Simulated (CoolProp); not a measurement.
Vapour pressure (MPa) of R1234ze(E): the reference equation beside estimates from Tc = 382.5 K, pc = 3.635 MPa, ω = 0.313. Clausius-Clapeyron is anchored at 216.1 K with a constant enthalpy of vaporisation of 24.67 kJ/mol.

Model: reference Helmholtz-energy equation of state, Thol 2016, in CoolProp.

```json
[
 {"T (K)": "181.2", "reference": "0.0008430", "Lee-Kesler": "0.0008026", "Clausius-Clapeyron": "0.0009616", "van der Waals": "0.06942", "Redlich-Kwong": "0.003758", "Soave-Redlich-Kwong": "0.0008305", "Peng-Robinson": "0.0009250"},
 {"T (K)": "187", "reference": "0.001460", "Lee-Kesler": "0.001388", "Clausius-Clapeyron": "0.001598", "van der Waals": "0.08659", "Redlich-Kwong": "0.005975", "Soave-Redlich-Kwong": "0.001433", "Peng-Robinson": "0.001573"},
 {"T (K)": "192.8", "reference": "0.002429", "Lee-Kesler": "0.002312", "Clausius-Clapeyron": "0.002575", "van der Waals": "0.1066", "Redlich-Kwong": "0.009170", "Soave-Redlich-Kwong": "0.002379", "Peng-Robinson": "0.002579"},
 {"T (K)": "198.7", "reference": "0.003931", "Lee-Kesler": "0.003750", "Clausius-Clapeyron": "0.004067", "van der Waals": "0.1302", "Redlich-Kwong": "0.01372", "Soave-Redlich-Kwong": "0.003846", "Peng-Robinson": "0.004121"},
 {"T (K)": "204.5", "reference": "0.006107", "Lee-Kesler": "0.005844", "Clausius-Clapeyron": "0.006212", "van der Waals": "0.1568", "Redlich-Kwong": "0.01983", "Soave-Redlich-Kwong": "0.005975", "Peng-Robinson": "0.006337"},
 {"T (K)": "210.3", "reference": "0.009213", "Lee-Kesler": "0.008852", "Clausius-Clapeyron": "0.009269", "van der Waals": "0.1870", "Redlich-Kwong": "0.02792", "Soave-Redlich-Kwong": "0.009021", "Peng-Robinson": "0.009480"},
 {"T (K)": "216.1", "reference": "0.01354", "Lee-Kesler": "0.01306", "Clausius-Clapeyron": "0.01354", "van der Waals": "0.2211", "Redlich-Kwong": "0.03841", "Soave-Redlich-Kwong": "0.01327", "Peng-Robinson": "0.01383"},
 {"T (K)": "221.9", "reference": "0.01941", "Lee-Kesler": "0.01882", "Clausius-Clapeyron": "0.01938", "van der Waals": "0.2592", "Redlich-Kwong": "0.05177", "Soave-Redlich-Kwong": "0.01906", "Peng-Robinson": "0.01972"},
 {"T (K)": "227.7", "reference": "0.02723", "Lee-Kesler": "0.02653", "Clausius-Clapeyron": "0.02724", "van der Waals": "0.3016", "Redlich-Kwong": "0.06846", "Soave-Redlich-Kwong": "0.02679", "Peng-Robinson": "0.02753"},
 {"T (K)": "233.6", "reference": "0.03764", "Lee-Kesler": "0.03684", "Clausius-Clapeyron": "0.03786", "van der Waals": "0.3494", "Redlich-Kwong": "0.08939", "Soave-Redlich-Kwong": "0.03711", "Peng-Robinson": "0.03791"},
 {"T (K)": "239.4", "reference": "0.05079", "Lee-Kesler": "0.04994", "Clausius-Clapeyron": "0.05151", "van der Waals": "0.4011", "Redlich-Kwong": "0.1144", "Soave-Redlich-Kwong": "0.05019", "Peng-Robinson": "0.05100"},
 {"T (K)": "245.2", "reference": "0.06739", "Lee-Kesler": "0.06654", "Clausius-Clapeyron": "0.06905", "van der Waals": "0.4578", "Redlich-Kwong": "0.1443", "Soave-Redlich-Kwong": "0.06676", "Peng-Robinson": "0.06751"},
 {"T (K)": "251", "reference": "0.08805", "Lee-Kesler": "0.08728", "Clausius-Clapeyron": "0.09133", "van der Waals": "0.5196", "Redlich-Kwong": "0.1797", "Soave-Redlich-Kwong": "0.08742", "Peng-Robinson": "0.08804"},
 {"T (K)": "256.8", "reference": "0.1134", "Lee-Kesler": "0.1128", "Clausius-Clapeyron": "0.1193", "van der Waals": "0.5867", "Redlich-Kwong": "0.2211", "Soave-Redlich-Kwong": "0.1129", "Peng-Robinson": "0.1132"}
]
```

Absolute difference from the reference over all 14 rows, mean and median: Lee-Kesler 3.1 and 3.3 %, Clausius-Clapeyron 3.5 and 2.1 %, van der Waals 2331.8 and 1384.2 %, Redlich-Kwong 191.9 and 175.2 %, Soave-Redlich-Kwong 1.6 and 1.7 %, Peng-Robinson 3.0 and 1.9 %.
